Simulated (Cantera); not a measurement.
# Ignition delay

Mixture: 8.74 % CH4, 9.62 % H2, 17.1 % O2, 64.5 % N2, equivalence ratio 1.3, at 10.0 bar, adiabatic and at constant pressure. Ignition delay is the time to a rise of 400 K.

Model: GRI-Mech 3.0 (53 species, 325 reactions), integrated in Cantera.

```json
[
 {"T0 (K)": "1200", "delay (ms)": "0.199"},
 {"T0 (K)": "1250", "delay (ms)": "0.114"},
 {"T0 (K)": "1300", "delay (ms)": "0.0737"},
 {"T0 (K)": "1350", "delay (ms)": "0.0509"},
 {"T0 (K)": "1400", "delay (ms)": "0.0365"},
 {"T0 (K)": "1450", "delay (ms)": "0.0268"},
 {"T0 (K)": "1500", "delay (ms)": "0.0200"}
]
```

| Property | Result |
|---|---|
| apparent activation energy between 1400 and 1500 K | 100 kJ/mol |
